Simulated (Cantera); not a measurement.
What does this Cantera script print?

```python
import numpy as np
import cantera as ct

gas_names = """
    CL CL2 H HCL H2 Ti TiCL TiCL2 TiCL3 TiCL4
""".split()
cond_names = """
    Ti(a) Ti(b) Ti(L) TiCL2(s) TiCL3(s) TiCL4(L)
""".split()


def load(file, names, dense=False):
    # The tables refer to 1 bar. Condensed volumes are neglected.
    table = {s.name: s for s in ct.Species.list_from_file(file)}
    out = []
    for n in names:
        d = dict(table[n].input_data)
        d["thermo"] = dict(d["thermo"], **{"reference-pressure": 1e5})
        if dense:
            d["equation-of-state"] = {"model": "constant-volume", "density": "1e6 g/cm^3"}
        out.append(ct.Species.from_dict(d))
    return out


gas = ct.Solution(thermo="ideal-gas", species=load("nasa_gas.yaml", gas_names))
cond = {s.name: ct.Solution(thermo="fixed-stoichiometry", species=[s], name=s.name)
        for s in load("nasa_condensed.yaml", cond_names, dense=True)}
atoms = {
    'TiCl4': {'Ti': 1, 'CL': 4},
    'H2': {'H': 2},
}
top_T = {'TiCL2(s)': 1300, 'TiCL3(s)': 1000}  # K; cautious upper limits of use, not melting points


def equilibrate(T, P, feed):
    n = {}
    for name, mol in feed.items():
        for a, k in atoms[name].items():
            n[a] = n.get(a, 0.0) + k * mol
    gas.TPX = T, P, n
    mass = sum(n.values()) * gas.mean_molecular_weight
    gas.equilibrate("TP")
    valid = [c for c in cond.values() if c.min_temp <= T <= top_T.get(c.name, c.max_temp)]
    mix = ct.Mixture([(gas, mass / gas.mean_molecular_weight)] + [(c, 0.0) for c in valid])
    mix.T, mix.P = T, P
    mix.equilibrate("TP", solver="vcs", rtol=1e-11, max_steps=5000)
    return mix


results = []
T = 1148.15  # K
P = 1000  # Pa
for m in [6.1, 8.2, 11, 15, 21, 28, 38, 51, 70, 94, 130, 170, 240]:
    feed = {'TiCl4': 1, 'H2': m}  # mol
    mix = equilibrate(T, P, feed)
    results.append((T, P, feed, dict(zip(mix.species_names, mix.species_moles))))
    x = sorted(zip(gas.X, gas.species_names), reverse=True)
    print(f"T = {T:g} K  P = {P:g} Pa  n(H2) = {m:g} mol  gas = {mix.phase_moles(0):.4g} mol")
    print("   x: " + "  ".join(f"{s} {v:.3e}" for v, s in x if v > 1e-05))
    print("   condensed (mol): " + ("  ".join(f"{mix.phase(i).name} {mix.phase_moles(i):.4g}"
          for i in range(1, mix.n_phases) if mix.phase_moles(i) > 1e-12) or "none"))
```

Output:

```
T = 1148.15 K  P = 1000 Pa  n(H2) = 6.1 mol  gas = 7.405 mol
   x: H2 7.825e-01  HCL 8.243e-02  TiCL3 8.236e-02  TiCL4 5.264e-02  TiCL2 3.726e-05
   condensed (mol): none
T = 1148.15 K  P = 1000 Pa  n(H2) = 8.2 mol  gas = 9.529 mol
   x: H2 8.260e-01  HCL 6.904e-02  TiCL3 6.897e-02  TiCL4 3.594e-02  TiCL2 3.828e-05
   condensed (mol): none
T = 1148.15 K  P = 1000 Pa  n(H2) = 11 mol  gas = 12.35 mol
   x: H2 8.620e-01  HCL 5.701e-02  TiCL3 5.694e-02  TiCL4 2.398e-02  TiCL2 3.909e-05
   condensed (mol): none
T = 1148.15 K  P = 1000 Pa  n(H2) = 15 mol  gas = 16.38 mol
   x: H2 8.931e-01  HCL 4.586e-02  TiCL3 4.578e-02  TiCL4 1.524e-02  TiCL2 3.977e-05
   condensed (mol): none
T = 1148.15 K  P = 1000 Pa  n(H2) = 21 mol  gas = 22.4 mol
   x: H2 9.197e-01  HCL 3.563e-02  TiCL3 3.555e-02  TiCL4 9.058e-03  TiCL2 4.034e-05
   condensed (mol): none
T = 1148.15 K  P = 1000 Pa  n(H2) = 28 mol  gas = 29.42 mol
   x: H2 9.377e-01  HCL 2.836e-02  TiCL3 2.827e-02  TiCL4 5.679e-03  TiCL2 4.071e-05
   condensed (mol): none
T = 1148.15 K  P = 1000 Pa  n(H2) = 38 mol  gas = 39.43 mol
   x: H2 9.526e-01  HCL 2.201e-02  TiCL3 2.193e-02  TiCL4 3.391e-03  TiCL2 4.100e-05
   condensed (mol): none
T = 1148.15 K  P = 1000 Pa  n(H2) = 51 mol  gas = 52.45 mol
   x: H2 9.639e-01  HCL 1.708e-02  TiCL3 1.700e-02  TiCL4 2.028e-03  TiCL2 4.119e-05
   condensed (mol): none
T = 1148.15 K  P = 1000 Pa  n(H2) = 70 mol  gas = 71.46 mol
   x: H2 9.731e-01  HCL 1.289e-02  TiCL3 1.280e-02  TiCL4 1.148e-03  TiCL2 4.132e-05
   condensed (mol): none
T = 1148.15 K  P = 1000 Pa  n(H2) = 94 mol  gas = 95.47 mol
   x: H2 9.797e-01  HCL 9.849e-03  TiCL3 9.766e-03  TiCL4 6.666e-04  TiCL2 4.138e-05
   condensed (mol): none
T = 1148.15 K  P = 1000 Pa  n(H2) = 130 mol  gas = 131.5 mol
   x: H2 9.851e-01  HCL 7.285e-03  TiCL3 7.202e-03  TiCL4 3.626e-04  TiCL2 4.137e-05
   condensed (mol): none
T = 1148.15 K  P = 1000 Pa  n(H2) = 170 mol  gas = 171.5 mol
   x: H2 9.885e-01  HCL 5.655e-03  TiCL3 5.573e-03  TiCL4 2.174e-04  TiCL2 4.131e-05
   condensed (mol): none
T = 1148.15 K  P = 1000 Pa  n(H2) = 240 mol  gas = 241.5 mol
   x: H2 9.918e-01  HCL 4.070e-03  TiCL3 3.988e-03  TiCL4 1.118e-04  TiCL2 4.114e-05
   condensed (mol): none
```

Equilibrium computed with Cantera from the NASA thermochemical tables; the gas is ideal and each condensed phase is pure. The tables' values for TiCl2 are old estimates; treat these amounts as uncertain.
